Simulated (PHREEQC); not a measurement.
Consider water at 25 °C with 0.017 mmol/kgw CdCl2, 0.82 mmol/kgw CaCl2 and 1.3 mmol/kgw H2SO4. Closed to the air; pH follows from the charge balance.

Model: ion-association model, phreeqc.dat, run in PHREEQC.

This is a speciation only: nothing precipitates in the calculation.

Task: What pH, specific conductance, ionic strength does the model give?

Result: pH 2.65; specific conductance 1160 µS/cm; ionic strength 0.00574 mol/kgw.

Task: In which forms is Cd present?

Result: Cd+2 78 %, CdSO4 12 %, CdCl+ 9.1 % of the Cd.
